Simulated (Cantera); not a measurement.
A diamond (100) surface in a fixed gas of H2 with x(CH4) = 0.018, x(CH3) = 0.00022, at 1000 K, 5200 Pa; coverages are run to steady state.

Computed with Cantera and the Harris–Goodwin 1993 mechanism for the reconstructed diamond (100) surface.

One state of this run: growth (µm/h) = 5.55; θ c6HH = 0.576; θ c6H* = 0.0177; θ c6*H = 0.361; θ c6** = 0.00917; θ c6HM = 0.0268. θ: site fractions in the mechanism's names (c6HH fully hydrogenated, c6H* and c6*H radical sites, c6** diradical, c6HM methylated).

Problem. Which value of x(H) does it belong to?
A) 0.00064
B) 0.0041
C) 0.00025
D) 0.0001

Solution. B, 0.0041
